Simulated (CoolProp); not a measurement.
Vapour-liquid equilibrium of isobutene (1) + n-octane (2) at 39.55 °C; x and y are mole fractions of (1).

Values from CoolProp's multi-fluid Helmholtz-energy mixture model, Lemmon 2005 and Beckmüller 2019; pair parameters Bell 2016.

Task: Give the bubble pressure and the first vapour's composition at x = 0.05, 0.5, 0.65. Is there an azeotrope?

Result: x = 0.05: 0.2635 bar, y = 0.851; x = 0.5: 2.205 bar, y = 0.989; x = 0.65: 2.901 bar, y = 0.994. No azeotrope shows between x = 0.05 and 0.95.

The pair parameters rest on a limited set of measurements; away from them the model extrapolates.
